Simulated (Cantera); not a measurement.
A closed system holds: 1 mol SiHCl₃, 400 mol H₂, held at 1202 °C and 0.470 bar.

These are equilibrium values from Cantera (NASA tables, ideal gas, pure condensed phases), not measurements of a reactor. Candidate condensed phases: Si; 19 gas species. Rates play no part.

Base state: H₂ 0.993, HCl 0.00712, SiCl₂ 0.000161, H 1.88e-5 (mole fractions); condensed: Si(s).

Task: What changes in the equilibrium state with this change: SiHCl₃ replaced by CH₃SiH₃?

Result: 
```
species        before    after
-----------  --------  -------
H₂              0.993    1.000
H             1.88e-5  1.89e-5
HCl           0.00712        0
SiCl₂        0.000161        0
Si(s), mol      0.931  0.00299
SiC(s), mol         0    0.996
```
The feed counts by its element totals alone. Mutual solubility and eutectic melting of coexisting phases are not modelled. Further candidate phases: C, C₆H₆, C₇H₈, C₈H₁₈, SiC.
